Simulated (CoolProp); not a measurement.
Vapour-liquid equilibrium of R22 (1) + c-C4F8 (RC318) (2) at 55.45 °C; x and y are mole fractions of (1).

Model: multi-fluid Helmholtz-energy mixture model, Kamei 1995 and Platzer 1990; pair parameters Bell 2016, in CoolProp. This equation is an older, rougher fit; its heat capacities, sound speeds and derivatives of the liquid may be far off and weren't checked against measurements.

| x | bubble pressure, mixture model (bar) | bubble pressure, Raoult's law (bar) | y, mixture model | y, Raoult's law |
|---|---|---|---|---|
| 0.05 | 7.908 | 8.201 | 0.093 | 0.134 |
| 0.15 | 9.298 | 9.650 | 0.294 | 0.341 |
| 0.25 | 11.22 | 11.10 | 0.469 | 0.495 |
| 0.35 | 13.36 | 12.55 | 0.599 | 0.613 |
| 0.45 | 15.40 | 14.00 | 0.690 | 0.706 |
| 0.55 | 17.17 | 15.45 | 0.755 | 0.782 |
| 0.65 | 18.64 | 16.90 | 0.805 | 0.845 |
| 0.75 | 19.86 | 18.35 | 0.851 | 0.898 |
| 0.85 | 20.89 | 19.80 | 0.899 | 0.943 |
| 0.95 | 21.70 | 21.24 | 0.960 | 0.982 |

The largest gap from Raoult's law is +11.1 % in bubble pressure, at x = 0.55. No azeotrope shows between x = 0.05 and 0.95.

Pair parameters are fitted to limited data, so mixtures are less certain than the pure fluids. The gap from Raoult's law changes sign with composition, which may be real or a fault of the pair parameters; it wasn't checked against measurements.
